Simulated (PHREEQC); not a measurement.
A solution holds 0.13 mol FeCl3, 0.29 mol CaCl2, 0.0032 mol NaH2PO4 and 0.00015 mol NaCl per kg of water, at 25 °C. Closed to the air; pH follows from the charge balance.

All values are PHREEQC results (ion-association model, wateq4f.dat), not measurements.

Task: The ionic strength comes out as 1.25 mol/kgw. What activity coefficients do FeH2PO4+2, Fe2(OH)2+4, CaH2PO4+, FeCl2+, Cl- get?

Result: FeH2PO4+2 0.17, Fe2(OH)2+4 0.055, CaH2PO4+ 0.64, FeCl2+ 0.84, Cl- 0.59.

No solid was allowed to form. Saturation is exceeded, for instance for Strengite, Hematite (slow to form); the values hold only as long as no solid forms. The ionic strength is past about 0.7 mol/kgw, beyond the range of this activity model, so the values are rough. Complexes and solids missing from the database can't appear. H3PO4, which wateq4f.dat lacks, is added to it with the constant of phreeqc.dat.
